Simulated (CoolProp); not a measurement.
R124 at several states: Z from the reference equation and from simpler models built on Tc = 395.4 K, pc = 36.24 bar, ω = 0.288; each cubic takes its own stable root.

Values from CoolProp's reference Helmholtz-energy equation of state, de Vries 1995.

| T (K) | p (bar) | phase | reference |
|---|---|---|---|
| 431 | 3.86 | gas | 0.9723 |
| 177.2 | 1.57 | liquid | 0.008533 |
| 254.5 | 202 | liquid | 0.8440 |

Task: How far does each simpler model (Soave-Redlich-Kwong, Peng-Robinson) lie from the reference over these 3 states: mean and median of the absolute difference, and the worst?

Result: 
- Soave-Redlich-Kwong: mean 6.1 %, median 7.6 %, worst +10.7 % at 177.2 K and 1.57 bar
- Peng-Robinson: mean 2.0 %, median 1.4 %, worst -4.1 % at 254.5 K and 202 bar
